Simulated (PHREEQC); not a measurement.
Consider water at 25 °C with 31 mmol/kgw NH3, 97 mmol/kgw K2SO4 and 70 mmol/kgw KH2PO4. Closed to the air; pH follows from the charge balance.

Equilibrium calculation in PHREEQC: ion-association model, phreeqc.dat.

Each row changes one thing in this solution. Precipitation was switched off in this run.

```tsv
case	pH	ionic strength (mol/kgw)	K+ (mol/kgw)	SO4-2 (mol/kgw)	H2PO4- (mol/kgw)	HPO4-2 (mol/kgw)
as made	6.59	0.358	0.236	0.0677	0.0390	0.0280
K2SO4 from 0.097 to 0.485 mol/kgw	6.41	1.14	0.826	0.270	0.0390	0.0250
KH2PO4 from 0.07 to 0.105 mol/kgw	6.30	0.390	0.269	0.0661	0.0740	0.0278
KH2PO4 from 0.07 to 0.077 mol/kgw	6.52	0.365	0.243	0.0673	0.0460	0.0280
diluted 2-fold with water	6.69	0.188	0.122	0.0375	0.0195	0.0145
KH2PO4 from 0.07 to 0.14 mol/kgw	6.12	0.421	0.302	0.0647	0.109	0.0275
diluted 100-fold with water	7.01	0.00419	0.00263	0.000954	0.000392	0.000307
NH3 from 0.031 to 0.0062 mol/kgw	5.70	0.317	0.237	0.0693	0.0638	…
temperature from 25 to 35 °C	6.57	0.354	0.234	…	0.0391	0.0281
```

**Question.** Fill in the missing entries.

**Answer.** 
- NH3 from 0.031 to 0.0062 mol/kgw, HPO4-2 (mol/kgw): 0.00560
- temperature from 25 to 35 °C, SO4-2 (mol/kgw): 0.0652

The ionic strength passes 0.7 mol/kgw, the rough limit of the ion-association models, in K2SO4 from 0.097 to 0.485 mol/kgw. Complexes and solids missing from the database can't appear.
